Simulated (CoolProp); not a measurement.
The numbers come from the reference Helmholtz-energy equation of state, Bücker 2006 in CoolProp.

Task: Give the vapour pressure (MPa), surface tension (mN/m), liquid viscosity (µPa s), vapour viscosity (µPa s) of saturated ethane at 255 K.

Result: 
```json
[
 {"T (K)": "255", "p (MPa)": "1.50", "surface tension (mN/m)": "5.62", "liquid viscosity (µPa s)": "73.7", "vapour viscosity (µPa s)": "8.60"}
]
```

Viscosity comes from a separate model (Friend 1991). Surface tension comes from a separate correlation (Mulero 2012).
